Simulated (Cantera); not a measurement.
## Thermodynamics of carbothermic reduction, feed Fe₂O₃ + C + H₂

Feed: 1 mol Fe₂O₃, a varied amount of C, 7.6 mol H₂, held at 11.0 Pa.

Equilibrium computed with Cantera from the NASA thermochemical tables; the gas is ideal and each condensed phase is pure. Candidate condensed phases: C, C₆H₆, C₇H₈, C₈H₁₈, Fe, Fe(CO)₅, FeO, Fe(OH)₂, Fe(OH)₃, Fe₂O₃, Fe₃O₄, H₂O; 114 gas species. Iron dissolves carbon and melts from about 1420 K in contact with it, which pure phases cannot show. Mutual solubility and eutectic melting of coexisting phases are not modelled. The tables' stoichiometric FeO is somewhat more stable than real wüstite, so its field is too wide. FeO: taken at fixed stoichiometry. Condensed phases not in the tables: cementite and carbon dissolved in iron. The numbers say what is thermodynamically allowed, not how fast it happens.

Stable condensed phases:

```
T in K \ n(C) in mol
          0.4 0.55 0.76    1  1.4  1.9  2.7  3.7    5  6.9
   2100     A    A    A    A    A    A    A    B    B    B
   2000     A    A    A    A    A    A    A    B    B    B
   1900     A    A    A    A    A    A    A    B    B    B
   1800     A    A    A    A    A    A    A    B    B    B
   1700     C    D    D    D    D    D    D    E    E    E
   1600     C    D    D    D    D    D    D    E    E    E
   1500     C    C    D    D    D    D    D    E    E    E
   1400     C    C    C    D    D    D    D    E    E    E
   1300     C    C    C    D    D    D    D    E    E    E
   1200     C    C    C    C    D    D    D    E    E    E
   1100     C    C    C    C    D    D    D    E    E    E
   1000     C    C    C    C    C    D    D    E    E    E
```

A: gas only; B: C; C: Fe + FeO; D: Fe; E: C + Fe.
